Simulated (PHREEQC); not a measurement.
1 kg of water holding 0.29 mol/kgw Na2CO3 and 0.12 mol/kgw NaCl is evaporated at 30 °C; the solids stay in contact with the brine. CO2 is held at log p = -3.4 (atm). The run lets Halite, Nahcolite, Natron, Trona precipitate or redissolve, and no other solid.

The series has 21 steps of water left (kg), from 0.9992 to 0.01137.

The numbers come from PHREEQC with the Pitzer model, pitzer.dat.

Problem. Which solids form, in which order, and at which step of the series does each first stand?

Solution. Trona from water left = 0.1144 kg (pH 10.11); Halite from water left = 0.02105 kg (pH 9.71).
